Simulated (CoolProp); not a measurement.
Vapour-liquid equilibrium of CH2F2 (R32) (1) + R143a (2) at 1170 kPa; x and y are mole fractions of (1).

Values from CoolProp's multi-fluid Helmholtz-energy mixture model, Tillner-Roth 1997 and Lemmon and Jacobsen 2000; pair parameters Bell 2016.

```csv
x,bubble temperature (K),y at the bubble point,dew temperature at overall composition x (K),liquid density (mol/L)
0.05,294.1,0.071,294.4,11.49
0.125,292.5,0.169,293.2,11.92
0.2,291.1,0.259,292.0,12.38
0.275,289.8,0.341,290.8,12.86
0.35,288.8,0.417,289.7,13.36
0.425,287.9,0.488,288.7,13.90
0.5,287.1,0.556,287.7,14.46
0.575,286.4,0.621,286.9,15.07
0.65,285.9,0.685,286.2,15.72
0.725,285.5,0.748,285.6,16.42
0.8,285.2,0.812,285.2,17.17
0.875,285.0,0.879,285.0,17.97
0.95,285.0,0.950,285.0,18.85
```

y crosses x between x = 0.875 and 0.95: the model has an azeotrope there.

Pair parameters are fitted to limited data, so mixtures are less certain than the pure fluids.
